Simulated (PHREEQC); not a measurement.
0.071 g of hydrous ferric oxide (600 m²/g; 0.2 weak and 0.005 strong sites per Fe, Dzombak-Morel constants, diffuse double layer) in 1 kg of water with 0.01 mol/kgw of an inert sodium salt and 2e-06 mol BaCl2, at 25 °C; the pH is set by adding NaOH or the inert anion's acid. O2 is buffered at 0.21 atm. No CO2 enters from the air. Nothing may precipitate in this run.

Base run: PHREEQC, ion-association model, wateq4f.dat. Each further column changes one thing. The table gives surface charge σ (C/m²).

| pH | base | background salt from 0.01 to 0.001 mol/kgw | oxide from 0.071 to 0.35 g/kgw | 1.7e-05 mol/kgw NaF added |
|---|---|---|---|---|
| 4 | 0.216 | 0.118 | 0.217 | 0.198 |
| 5 | 0.113 | 0.050 | 0.114 | 0.105 |
| 6 | 0.050 | 0.019 | 0.050 | 0.048 |
| 6.5 | 0.030 | 0.011 | 0.030 | 0.030 |
| 7.5 | 0.008 | 0.003 | 0.008 | 0.008 |
| 8.5 | -0.005 | -0.002 | -0.005 | -0.005 |
| 9.5 | -0.023 | -0.008 | -0.024 | -0.023 |
| 10 | -0.039 | -0.015 | -0.040 | -0.039 |
| 11 | -0.096 | -0.052 | -0.099 | -0.096 |
| 12 | -0.222 | -0.194 | -0.228 | -0.222 |
